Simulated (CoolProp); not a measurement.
Vapour-liquid equilibrium of ethylbenzene (1) + o-xylene (2) at 322.1 K; x and y are mole fractions of (1).

The numbers come from the multi-fluid Helmholtz-energy mixture model, Zhou 2012 and Zhou 2012; pair parameters Bell 2016 in CoolProp.

Question: Give the bubble pressure and the first vapour's composition at x = 0.05, 0.35, 0.65. Is there an azeotrope?

Answer: x = 0.05: 0.03306 bar, y = 0.068; x = 0.35: 0.03708 bar, y = 0.433; x = 0.65: 0.04093 bar, y = 0.719. No azeotrope shows between x = 0.05 and 0.95.

Pair parameters are fitted to limited data, so mixtures are less certain than the pure fluids.
